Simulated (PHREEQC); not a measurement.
A solution holds 0.033 mol Na2HPO4 per kg of water, at 25 °C. Closed to the air; pH follows from the charge balance.

Computed with PHREEQC (ion-association model, phreeqc.dat).

This is a speciation only: nothing precipitates in the calculation.

### Question
Predict the pH.

### Answer
pH 9.28.

### Question
In which forms is P present?

### Answer
HPO4-2 95 %, NaHPO4- 4.5 % of the P.
